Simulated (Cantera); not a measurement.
An adiabatic, constant-volume homogeneous reactor starts with CH4 : H2 : O2 : N2 = 1 : 0.32 : 0.9 : 3.38 (molar parts), equivalence ratio 2.4, at 1800 K and 0.610 bar. Integrator tolerance rtol = 1e-08.

Detailed kinetics in Cantera: GRI-Mech 3.0 (53 species, 325 reactions).

Problem. What does this change do: CH4 1 to 0.45 parts?

Solution. 
| quantity | before | after |
|---|---|---|
| time of steepest temperature rise | 0.120 ms | 67.5 µs |
| temperature at 10.0 s | 2756 K | 2962 K |
| equilibrium temperature | 2756 K | 2962 K |
| x(CH4) at 10.0 s | 2.30e-11 (gas-phase equilibrium 2.56e-11) | <1e-12 (gas-phase equilibrium <1e-12) |
| x(H2) at 10.0 s | 0.220 (gas-phase equilibrium 0.220) | 0.0488 (gas-phase equilibrium 0.0488) |
| x(O2) at 10.0 s | 6.57e-5 (gas-phase equilibrium 6.57e-5) | 0.0136 (gas-phase equilibrium 0.0136) |
| x(HCO) at 10.0 s | 4.86e-7 (gas-phase equilibrium 4.86e-7) | 1.52e-7 (gas-phase equilibrium 1.52e-7) |
| x(CH2) at 10.0 s | 1.39e-11 (gas-phase equilibrium 1.48e-11) | <1e-12 (gas-phase equilibrium <1e-12) |
| x(C2H2) at 10.0 s | <1e-12 (gas-phase equilibrium <1e-12) | <1e-12 (gas-phase equilibrium <1e-12) |

Problem. What does this change do: H2 0.32 to 0.14 parts?

Solution. 
```tsv
quantity	before	after
time of steepest temperature rise	0.120 ms	0.150 ms
temperature at 10.0 s	2756 K	2775 K
equilibrium temperature	2756 K	2775 K
x(CH4) at 10.0 s	2.30e-11 (gas-phase equilibrium 2.56e-11)	1.69e-11 (gas-phase equilibrium 1.88e-11)
x(H2) at 10.0 s	0.220 (gas-phase equilibrium 0.220)	0.200 (gas-phase equilibrium 0.200)
x(O2) at 10.0 s	6.57e-5 (gas-phase equilibrium 6.57e-5)	9.28e-5 (gas-phase equilibrium 9.28e-5)
x(HCO) at 10.0 s	4.86e-7 (gas-phase equilibrium 4.86e-7)	4.98e-7 (gas-phase equilibrium 4.98e-7)
x(CH2) at 10.0 s	1.39e-11 (gas-phase equilibrium 1.48e-11)	1.28e-11 (gas-phase equilibrium 1.35e-11)
x(C2H2) at 10.0 s	<1e-12 (gas-phase equilibrium <1e-12)	<1e-12 (gas-phase equilibrium <1e-12)
```
